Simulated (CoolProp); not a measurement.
A simple Rankine cycle with water: condensing at 292.15 K, boiler at 0.412 MPa, turbine inlet 567.8 K, turbine efficiency 0.8, pump efficiency 0.6, no recuperator. Each further row changes one setting.

Values from CoolProp's reference Helmholtz-energy equation of state, Wagner 2002.

| case | thermal efficiency (%) | net work (kJ/kg) | heat in (kJ/kg) | turbine exit temperature (K) | volume ratio over the turbine |
|---|---|---|---|---|---|
| as stated | 23.0 | 685 | 2980 | 292.1 | [?] |
| turbine inlet 587.8 K | 23.3 | [?] | [?] | 292.1 | 88.5 |
| condensing temperature 284.15 K | [?] | 732 | [?] | 284.1 | 146 |
| boiler pressure 0.288 MPa | 21.8 | 648 | 2980 | 292.1 | [?] |
| turbine efficiency 0.7 | 20.1 | [?] | 2980 | 292.1 | 94.1 |

**Question.** Some entries are withheld; supply them.

**Answer.** 
- as stated, volume ratio over the turbine: 90.8
- turbine inlet 587.8 K, net work (kJ/kg): 701
- turbine inlet 587.8 K, heat in (kJ/kg): 3020
- condensing temperature 284.15 K, thermal efficiency (%): 24.3
- condensing temperature 284.15 K, heat in (kJ/kg): 3010
- boiler pressure 0.288 MPa, volume ratio over the turbine: 64.3
- turbine efficiency 0.7, net work (kJ/kg): 599

The expansion ends wet for: as stated; turbine inlet 587.8 K; condensing temperature 284.15 K; boiler pressure 0.288 MPa; turbine efficiency 0.7.
